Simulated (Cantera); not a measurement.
A diamond (100) surface in a fixed gas of H2 with x(CH4) = 0.0033, x(H) = 0.014, x(CH3) = 0.00011, 66.0 Torr; coverages are run to steady state.

Model: the Harris–Goodwin 1993 mechanism for the reconstructed diamond (100) surface, integrated in Cantera.

One state of this run: growth (µm/h) = 6.51; θ c6HH = 0.422; θ c6H* = 0.0413; θ c6*H = 0.501; θ c6** = 0.0341; θ c6HM = 0.00102. θ: site fractions in the mechanism's names (c6HH fully hydrogenated, c6H* and c6*H radical sites, c6** diradical, c6HM methylated).

Which value of T (K) does it belong to?
A. 1300
B. 1075
C. 1225
D. 1150

C, 1225
